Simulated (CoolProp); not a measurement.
A simple Rankine cycle with fluoroethane (R161): condensing at 295.15 K, boiler at 2.5 MPa, turbine inlet 449 K, turbine efficiency 0.65, pump efficiency 0.8, no recuperator. Each further row changes one setting.

Model: reference Helmholtz-energy equation of state, Wu 2012, in CoolProp.

```csv
case,thermal efficiency (%),net work (kJ/kg),heat in (kJ/kg),turbine exit temperature (K),volume ratio over the turbine
as stated,[?],44.4,567,[?],[?]
condensing temperature 287.15 K,9.2,[?],585,[?],3.54
boiler pressure 1.75 MPa,5.4,31.4,[?],423.9,2.00
turbine efficiency 0.55,6.5,37.1,567,[?],2.88
```

Complete the blanks.


- as stated, thermal efficiency (%): 7.8
- as stated, turbine exit temperature (K): 410.1
- as stated, volume ratio over the turbine: 2.85
- condensing temperature 287.15 K, net work (kJ/kg): 53.7
- condensing temperature 287.15 K, turbine exit temperature (K): 402.8
- boiler pressure 1.75 MPa, heat in (kJ/kg): 577
- turbine efficiency 0.55, turbine exit temperature (K): 414.5
